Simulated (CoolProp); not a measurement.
A Linde-Hampson liquefier for CF4 (R14): isothermal reversible compression at 320 K from 1 atm to 5 MPa, throttling to 1 atm, return gas leaving the recuperator 2 K below the feed. Each further row changes one setting.

Model: reference Helmholtz-energy equation of state, Platzer 1990, in CoolProp. This equation is an older, rougher fit; its heat capacities, sound speeds and derivatives of the liquid may be far off and weren't checked against measurements.

```
case                        liquid yield per pass  compression work (kJ/kg of gas)
--------------------------  ---------------------  -------------------------------
as stated                                       ?                              114
high pressure 10 MPa                        0.139                                ?
warm-end temperature 350 K                      ?                              126
warm-end gap 7 K                                ?                              114
```

Problem. Complete the blanks.

Solution. 
- as stated, liquid yield per pass: 0.066
- high pressure 10 MPa, compression work (kJ/kg of gas): 131
- warm-end temperature 350 K, liquid yield per pass: 0.049
- warm-end gap 7 K, liquid yield per pass: 0.052
